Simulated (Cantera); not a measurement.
What does this Cantera script print?

```python
import numpy as np
import cantera as ct

gas_names = """
    N NO NO2 NO3 N2 N2O O O2 O3 Si SiN SiO SiO2 Si2 Si2N Si3
""".split()
cond_names = """
    Si(cr) Si(L) SiO2(Lqz) SiO2(hqz) SiO2(L) Si2N2O(s) Si3N4(a)
""".split()


# ... load() reads the species with a 1 bar reference pressure and builds the phases ...
atoms = {
    'Si': {'Si': 1},
    'N2O': {'N': 2, 'O': 1},
    'N2': {'N': 2},
}
top_T = {'Si2N2O(s)': 2100, 'Si3N4(a)': 2400}  # K; cautious upper limits of use, not melting points


# ... equilibrate(T, P, feed) seeds the gas with the atoms and calls Mixture.equilibrate('TP', solver="vcs", rtol=1e-11, max_steps=5000) ...
results = []
feed = {'Si': 1, 'N2O': 0.099, 'N2': 5.4}  # mol
P = 2  # Pa
for T in [975, 1075, 1175, 1275, 1375, 1475, 1575, 1675, 1775, 1875, 1975, 2075, 2175]:
    mix = equilibrate(T, P, feed)
    results.append((T, P, feed, dict(zip(mix.species_names, mix.species_moles))))
    x = sorted(zip(gas.X, gas.species_names), reverse=True)
    print(f"T = {T:g} K  P = {P:g} Pa  gas = {mix.phase_moles(0):.4g} mol")
    print("   x: " + "  ".join(f"{s} {v:.3e}" for v, s in x if v > 1e-06))
    print("   condensed (mol): " + ("  ".join(f"{mix.phase(i).name} {mix.phase_moles(i):.4g}"
          for i in range(1, mix.n_phases) if mix.phase_moles(i) > 1e-12) or "none"))
```

It prints:

```
T = 975 K  P = 2 Pa  gas = 4.865 mol
   x: N2 1.000e+00
   condensed (mol): Si2N2O(s) 0.099  Si3N4(a) 0.2673
T = 1075 K  P = 2 Pa  gas = 4.865 mol
   x: N2 1.000e+00
   condensed (mol): Si2N2O(s) 0.099  Si3N4(a) 0.2673
T = 1175 K  P = 2 Pa  gas = 4.865 mol
   x: N2 1.000e+00
   condensed (mol): Si2N2O(s) 0.099  Si3N4(a) 0.2673
T = 1275 K  P = 2 Pa  gas = 4.865 mol
   x: N2 1.000e+00  SiO 1.581e-05
   condensed (mol): Si2N2O(s) 0.09892  Si3N4(a) 0.2674
T = 1375 K  P = 2 Pa  gas = 4.871 mol
   x: N2 9.991e-01  SiO 8.501e-04  Si 6.079e-06
   condensed (mol): Si2N2O(s) 0.09486  Si3N4(a) 0.2687
T = 1475 K  P = 2 Pa  gas = 5.6 mol
   x: N2 9.820e-01  SiO 1.768e-02  Si 2.875e-04  Si2N 2.659e-06  SiN 1.825e-06
   condensed (mol): Si(cr) 0.8993
T = 1575 K  P = 2 Pa  gas = 5.614 mol
   x: N2 9.795e-01  SiO 1.763e-02  Si 2.870e-03  Si2N 1.968e-05  SiN 1.204e-05  Si2 6.105e-06  Si3 1.278e-06
   condensed (mol): Si(cr) 0.8845
T = 1675 K  P = 2 Pa  gas = 5.723 mol
   x: N2 9.607e-01  Si 2.170e-02  SiO 1.730e-02  Si2N 1.130e-04  Si2 8.449e-05  SiN 6.266e-05  Si3 2.092e-05
   condensed (mol): Si(cr) 0.7738
T = 1775 K  P = 2 Pa  gas = 6.296 mol
   x: N2 8.732e-01  Si 1.098e-01  SiO 1.573e-02  Si2 6.143e-04  Si2N 3.620e-04  SiN 2.189e-04  Si3 1.482e-04
   condensed (mol): Si(L) 0.1936
T = 1875 K  P = 2 Pa  gas = 6.495 mol
   x: N2 8.465e-01  Si 1.376e-01  SiO 1.524e-02  Si2 3.140e-04  SiN 2.027e-04  Si2N 9.146e-05  Si3 2.180e-05
   condensed (mol): none
T = 1975 K  P = 2 Pa  gas = 6.498 mol
   x: N2 8.462e-01  Si 1.382e-01  SiO 1.524e-02  SiN 1.573e-04  Si2 1.153e-04  Si2N 1.809e-05  Si3 2.141e-06
   condensed (mol): none
T = 2075 K  P = 2 Pa  gas = 6.498 mol
   x: N2 8.462e-01  Si 1.384e-01  SiO 1.523e-02  SiN 1.248e-04  Si2 4.639e-05  Si2N 4.160e-06
   condensed (mol): none
T = 2175 K  P = 2 Pa  gas = 6.499 mol
   x: N2 8.461e-01  Si 1.385e-01  SiO 1.523e-02  SiN 1.011e-04  Si2 2.026e-05  N 1.895e-06  Si2N 1.094e-06
   condensed (mol): none
```

Cantera equilibrium calculation (NASA polynomials, part measured and part estimated; ideal gas, pure solids and liquids). Mutual solubility and eutectic melting of coexisting phases are not modelled. The tables' values for SiN are old estimates; treat these amounts as uncertain.
